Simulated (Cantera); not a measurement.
An adiabatic, constant-pressure homogeneous reactor starts with 9.07 % CH4, 19.1 % O2, 71.8 % N2, at 1325 K and 1.00 bar.

Computed with Cantera and GRI-Mech 3.0 (53 species, 325 reactions).

**Question.** Predict: time of steepest temperature rise; temperature at 4.00 s; equilibrium temperature; x(O2) at 4.00 s; x(CO2) at 4.00 s; x(OH) at 4.00 s; x(NO) at 4.00 s.

**Answer.** 
```json
{
 "time_of_steepest_temperature_rise": "8.33 ms",
 "temperature at 4.00 s": "2654 K",
 "equilibrium_temperature": "2654 K",
 "x(O2) at 4.00 s": "0.0219 (gas-phase equilibrium 0.0219)",
 "x(CO2) at 4.00 s": "0.0570 (gas-phase equilibrium 0.0570)",
 "x(OH) at 4.00 s": "0.0160 (gas-phase equilibrium 0.0160)",
 "x(NO) at 4.00 s": "0.00900 (gas-phase equilibrium 0.00900)"
}
```
